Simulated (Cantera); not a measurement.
A closed system holds: 1 mol Si3N4, 0.0019 mol H2O, 2.3 mol H2, 0.083 mol O2, at 10.5 Torr.

Equilibrium computed with Cantera from the NASA thermochemical tables; the gas is ideal and each condensed phase is pure. Candidate condensed phases: H2O, Si, SiO2, Si2N2O, Si3N4; 35 gas species. Mutual solubility and eutectic melting of coexisting phases are not modelled. Gases not in the tables: Si2H6 and higher silanes. Equilibrium is a limit: real reactors are often held back by kinetics, nucleation or transport. All values below are at 1673 K.

Base state: H2 0.925, N2 0.0711, SiO 0.00265, H 0.000926, Si 2.98e-5, SiH2 1.02e-5 (mole fractions); condensed: Si(s) + Si2N2O(s) + Si3N4(s).

**Question.** What changes in the equilibrium state with this change: H2O from 0.0019 to 4 mol?

**Answer.** 
```
species               before     after
-------------------  -------  --------
H2                     0.925     0.739
N2                    0.0711     0.187
SiO                  0.00265    0.0727
H2O                  6.89e-8  0.000109
SiH2                 1.02e-5   1.13e-7
Si(s), mol             0.178         0
Si2N2O(s), mol         0.161     0.405
Si3N4(s), mol          0.831         0
SiO2(β-quartz), mol        0      1.57
```
The tables hold silica as quartz up to 1696 K and as liquid above; real silica turns to tridymite and cristobalite and melts near 1996 K.
